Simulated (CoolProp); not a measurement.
Saturated liquid density (kg/m³) of carbon dioxide: the reference equation beside estimates from Tc = 304.1 K, pc = 73.77 bar, ω = 0.224. Rackett uses Z = 0.29056 − 0.08775 ω.

Model: reference Helmholtz-energy equation of state, Span 1996, in CoolProp.

| T (K) | reference | Rackett | van der Waals | Redlich-Kwong | Soave-Redlich-Kwong | Peng-Robinson |
|---|---|---|---|---|---|---|
| 232.9 | 1117 | 1123 | 687.9 | 982.2 | 1022 | 1159 |
| 235 | 1109 | 1115 | 682.8 | 973.0 | 1013 | 1149 |
| 237.1 | 1101 | 1106 | 677.6 | 963.7 | 1004 | 1139 |
| 239.3 | 1092 | 1098 | 672.1 | 953.7 | 993.7 | 1128 |
| 241.4 | 1083 | 1089 | 666.7 | 944.0 | 984.0 | 1117 |
| 243.5 | 1074 | 1080 | 661.2 | 934.1 | 974.2 | 1106 |
| 245.6 | 1065 | 1071 | 655.6 | 924.1 | 964.1 | 1094 |
| 247.8 | 1056 | 1062 | 649.7 | 913.4 | 953.3 | 1082 |
| 249.9 | 1046 | 1053 | 643.9 | 902.9 | 942.8 | 1070 |
| 252 | 1037 | 1043 | 638.0 | 892.2 | 931.9 | 1058 |
| 254.1 | 1027 | 1034 | 631.9 | 881.3 | 920.8 | 1045 |
| 256.2 | 1017 | 1024 | 625.7 | 870.2 | 909.4 | 1032 |
| 258.4 | 1007 | 1013 | 619.1 | 858.2 | 897.2 | 1018 |
| 260.5 | 996.4 | 1003 | 612.6 | 846.5 | 885.2 | 1004 |
| 262.6 | 985.8 | 992.8 | 605.9 | 834.6 | 872.8 | 990.1 |

Absolute difference from the reference over all 15 rows, mean and median: Rackett 0.6 and 0.6 %, van der Waals 38.5 and 38.5 %, Redlich-Kwong 13.6 and 13.5 %, Soave-Redlich-Kwong 9.8 and 9.7 %, Peng-Robinson 2.4 and 2.5 %.
